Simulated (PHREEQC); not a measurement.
A column of 1 m (30 cells, dispersivity 0.05 m, 300 s a shift, diffusion coefficient 3e-10 m²/s) holds 0.00096 eq of the database's cation exchanger X per kg of pore water, first in equilibrium with 11 mmol/kgw KBr and 0.01 mmol/kgw HCl. It is flushed with 0.00076 mol MnCl2, 0.00043 mol MgCl2 and 1e-05 mol HCl per kg of water, at 15 °C. Values are for the last cell. CO2 from the air is kept out. No solid was allowed to form.

Base run: PHREEQC, ion-association model, phreeqc.dat. Each further column changes one thing. The table gives Mg in solution (mol/kgw).

| pore volumes | base | exchange capacity from 0.00096 to 0.00048 eq/kgw | dispersivity from 0.05 to 0.1 m |
|---|---|---|---|
| 0 | 0 | 0 | 0 |
| 0.3167 | 3.27e-11 | 9.09e-10 | 3.68e-8 |
| 0.6167 | 9.02e-7 | 6.80e-6 | 8.63e-6 |
| 0.9167 | 1.54e-5 | 8.42e-5 | 5.83e-5 |
| 1.217 | 0.000120 | ___ | 0.000167 |
| 1.517 | 0.000287 | 0.000354 | ___ |
| 1.817 | 0.000377 | 0.000405 | ___ |
| 2.117 | 0.000412 | 0.000422 | 0.000388 |
| 2.417 | 0.000424 | 0.000428 | 0.000409 |
| 2.717 | 0.000428 | 0.000429 | 0.000420 |
| 3.017 | 0.000429 | 0.000430 | 0.000425 |

Complete the blanks.


- 1.217, exchange capacity from 0.00096 to 0.00048 eq/kgw: 0.000241
- 1.517, dispersivity from 0.05 to 0.1 m: 0.000276
- 1.817, dispersivity from 0.05 to 0.1 m: 0.000348
